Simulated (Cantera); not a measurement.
Feed: 1 mol Si, 0.0093 mol O2, 2.1 mol H2, equilibrated at 1427 °C and 8.40 bar.

Equilibrium computed with Cantera from the NASA thermochemical tables; the gas is ideal and each condensed phase is pure. Candidate condensed phases: H2O, Si, SiO2; 18 gas species. Each liquid is taken as pure. Mutual solubility and eutectic melting of coexisting phases are not modelled. The tables hold silica as quartz up to 1696 K and as liquid above; real silica turns to tridymite and cristobalite and melts near 1996 K. Gases not in the tables: Si2H6 and higher silanes. Rates play no part.

Base state: H2 0.998, SiO 0.00150, H 5.08e-5, H2O 2.19e-5, SiH2 1.42e-5, SiH4 1.05e-5 (mole fractions); condensed: Si(l) + SiO2(condensed).

Task: What changes in the equilibrium state with this change: temperature from 1427 °C to 1652 °C?

Result: 
| species | before | after |
|---|---|---|
| H2 | 0.998 | 0.991 |
| SiO | 0.00150 | 0.00872 |
| H | 5.08e-5 | 0.000328 |
| SiH2 | 1.42e-5 | 6.75e-5 |
| H2O | 2.19e-5 | 6.14e-5 |
| SiH4 | 1.05e-5 | 8.32e-6 |
| Si(l), mol | 0.989 | 0.981 |
| SiO2(condensed), mol | 0.00770 | 0 |

Task: What changes in the equilibrium state with this change: temperature from 1427 °C to 1150 °C?

Result: 
| species | before | after |
|---|---|---|
| H2 | 0.998 | 1.000 |
| SiO | 0.00150 | 1.40e-5 |
| SiH4 | 1.05e-5 | 7.80e-6 |
| H | 5.08e-5 | 2.29e-6 |
| SiH2 | 1.42e-5 | 5.26e-7 |
| H2O | 2.19e-5 | 1.38e-6 |
| Si(l), mol | 0.989 | 0 |
| SiO2(condensed), mol | 0.00770 | 0 |
| Si(s), mol | 0 | 0.991 |
| SiO2(β-quartz), mol | 0 | 0.00928 |
